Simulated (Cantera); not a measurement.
Adiabatic ignition

An adiabatic, constant-volume homogeneous reactor starts with CH₄ : O₂ : N₂ = 2.3 : 2.25 : 27 (molar parts), equivalence ratio 2.0, at 1600 K and 0.661 atm.

Detailed kinetics in Cantera: GRI-Mech 3.0 (53 species, 325 reactions).

```
t (s)     T (K)  P (bar)     x CH₄     x O₂     x HCN     x CO₂     x NO₂     x C₂H    x C₂H₆
--------  -----  -------  --------  -------  --------  --------  --------  --------  --------
5.00e-6    1600    0.670    0.0729   0.0713    <1e-12  2.15e-12    <1e-12    <1e-12  1.54e-11
1.38e-5    1600    0.670    0.0729   0.0713    <1e-12  2.79e-11    <1e-12    <1e-12  4.03e-10
3.82e-5    1600    0.670    0.0729   0.0713    <1e-12  3.94e-10    <1e-12    <1e-12   9.84e-9
0.000106   1600    0.670    0.0729   0.0713    <1e-12   7.65e-9    <1e-12    <1e-12   2.56e-7
0.000292   1600    0.670    0.0727   0.0712    <1e-12   1.99e-7    <1e-12    <1e-12   7.23e-6
0.000809   1603    0.671    0.0714   0.0706  2.94e-12   6.37e-6    <1e-12  2.38e-12  0.000159
0.00224    2261     1.01  0.000391  1.17e-6  0.000166   0.00837  1.78e-10   2.16e-6   2.80e-8
0.00618    2256     1.02   3.75e-6  8.97e-7   7.39e-5   0.00795  5.58e-10   8.21e-9  2.36e-12
0.0171     2253     1.02  1.42e-11  1.30e-6   7.12e-7   0.00795  5.13e-10    <1e-12    <1e-12
0.0473     2254     1.02  5.64e-12  1.33e-6   1.06e-7   0.00797  2.67e-10    <1e-12    <1e-12
0.131      2255     1.02  5.13e-12  1.34e-6   5.55e-8   0.00797  1.38e-10    <1e-12    <1e-12
0.362      2255     1.02  5.05e-12  1.34e-6   4.45e-8   0.00797  1.10e-10    <1e-12    <1e-12
1.00       2255     1.02  5.05e-12  1.34e-6   4.42e-8   0.00797  1.09e-10    <1e-12    <1e-12
```
x: mole fraction; the columns are a selection and need not sum to one.

The time of steepest temperature rise comes out as 1.95 ms and the temperature at 1.00 s is 2255 K. The equilibrium temperature is 2255 K and the x(CH₄) at 1.00 s comes out as 5.05e-12 (gas-phase equilibrium 5.67e-12). The x(O₂) at 1.00 s is 1.34e-6 (gas-phase equilibrium 1.34e-6) and the x(HCN) at 1.00 s is 4.42e-8 (gas-phase equilibrium 4.42e-8).
